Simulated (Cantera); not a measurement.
Thermodynamics of aluminium nitride and oxide growth, feed Al + N2O + H2 + O2

Feed: 1 mol Al, 2.1 mol N2O, 1.1 mol H2, 12 mol O2, equilibrated at 1925 K and 0.00450 bar.

Cantera equilibrium calculation (NASA polynomials, part measured and part estimated; ideal gas, pure solids and liquids). Candidate condensed phases: Al, AlN, Al2O3, H2O; 35 gas species. The numbers say what is thermodynamically allowed, not how fast it happens.

```yaml
x(O2): 0.776
x(N2): 0.137
x(H2O): 0.0699
x(OH): 0.00625
x(NO): 0.00496
x(O): 0.00483
x(H): 0.000196
x(H2): 0.000189
x(NO2): 1.27e-6
n(Al2O3(s)): 0.500 mol
gas_amount: 15.01 mol
log10 activity of Al(l) (absent): -12.51
```
